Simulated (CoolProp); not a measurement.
Model: reference Helmholtz-energy equation of state, Outcalt 1996, in CoolProp. It is a modified Benedict-Webb-Rubin equation, recast in Helmholtz form.

### Question
For R152A, give the phase and the cp (kJ/(kg K)), cv (kJ/(kg K)), viscosity (µPa s), conductivity (mW/(m K)) at 86.45 °C and 0.101 MPa; 124.05 °C and 0.101 MPa; 130.25 °C and 0.101 MPa.

### Answer
- 86.45 °C and 0.101 MPa: gas; cp 1.18, cv 1.04, viscosity 13.4, conductivity 20.1
- 124.05 °C and 0.101 MPa: gas; cp 1.26, cv 1.13, viscosity 14.8, conductivity 23.8
- 130.25 °C and 0.101 MPa: gas; cp 1.27, cv 1.14, viscosity 15.0, conductivity 24.4

Viscosity comes from a separate model (Bell 2016), an estimate that may be off by 10 % or more. Thermal conductivity comes from a separate model (Krauss 1996).
